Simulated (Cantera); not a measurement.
Charge: 1 mol Si3N4, 1.6 mol O2, 2.1 mol H2, at 850 °C and 39.0 mbar.

Cantera equilibrium calculation (NASA polynomials, part measured and part estimated; ideal gas, pure solids and liquids). Candidate condensed phases: H2O, Si, SiO2, Si2N2O, Si3N4; 35 gas species. Mutual solubility and eutectic melting of coexisting phases are not modelled. Rates play no part.

Base state: H2 0.663, N2 0.337, H2O 4.05e-5 (mole fractions); condensed: SiO2(β-quartz) + Si2N2O(s).

What changes in the equilibrium state with this change: O2 from 1.6 to 0.087 mol?


| species | before | after |
|---|---|---|
| H2 | 0.663 | 0.973 |
| N2 | 0.337 | 0.0269 |
| H2O | 4.05e-5 | <1e-9 |
| SiO2(β-quartz), mol | 1.13 | 0 |
| Si2N2O(s), mol | 0.933 | 0.174 |
| Si3N4(s), mol | 0 | 0.884 |
